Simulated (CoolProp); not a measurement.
Properties of vinyl chloride along the isobar 41.7 bar (Tc = 151.9 °C, pc = 56.00 bar, ω = 0.160).

The numbers come from the reference Helmholtz-energy equation of state, Thol 2022 in CoolProp.

| T (°C) | phase | cv (kJ/(kg K)) | isothermal compressibility (1/MPa) | expansivity (1/kK) | fugacity coefficient |
|---|---|---|---|---|---|
| -50.55 | liquid | 0.8918 | 0.001006 | 1.650 | 0.004553 |
| -33.65 | liquid | 0.8918 | 0.001181 | 1.692 | 0.01117 |
| -16.85 | liquid | 0.8967 | 0.001398 | 1.752 | 0.02365 |
| -0.05 | liquid | 0.9054 | 0.001676 | 1.836 | 0.04469 |
| 16.85 | liquid | 0.9171 | 0.002041 | 1.948 | 0.07728 |
| 33.65 | liquid | 0.9312 | 0.002531 | 2.098 | 0.1235 |
| 50.55 | liquid | 0.9475 | 0.003224 | 2.306 | 0.1858 |
| 67.35 | liquid | 0.9656 | 0.004254 | 2.603 | 0.2644 |
| 84.25 | liquid | 0.9859 | 0.005949 | 3.065 | 0.3603 |
| 101.05 | liquid | 1.009 | 0.009144 | 3.872 | 0.4711 |
| 117.95 | liquid | 1.038 | 0.01719 | 5.679 | 0.5954 |
| 151.65 | gas | 1.055 | 0.4182 | 8.931 | 0.7593 |
